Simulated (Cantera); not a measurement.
A perfectly stirred reactor is fed with H2 : O2 = 0.047 : 1 (molar parts), at 0.00140 bar; it is held at 1375 K, and followed from long to short residence time.

Model: the H2/O2 subset of GRI-Mech 3.0, which has no nitrogen chemistry, integrated in Cantera. Radical loss at walls, strong at low pressure, is not modelled. The temperature is held fixed by assumption; the heat of reaction is taken as removed at once.

Question: What does this change do: pressure from 0.00140 bar to 0.00740 bar?

Answer: 
| quantity | before | after |
|---|---|---|
| x(H2) at τ = 5.30 s | 0.000475 | 0.000101 |
| x(O2) at τ = 5.30 s | 0.930 | 0.949 |
| x(OH) at τ = 5.30 s | 0.00416 | 0.00184 |
| x(HO2) at τ = 5.30 s | 1.70e-7 | 4.04e-7 |
| x(O) at τ = 5.30 s | 0.0212 | 0.00388 |
| x(H2) at τ = 59.0 ms | 0.00188 | 0.000855 |
| x(O2) at τ = 59.0 ms | 0.918 | 0.923 |
| x(OH) at τ = 59.0 ms | 0.00578 | 0.00486 |
| x(HO2) at τ = 59.0 ms | 2.07e-7 | 9.95e-7 |
| x(O) at τ = 59.0 ms | 0.0315 | 0.0276 |
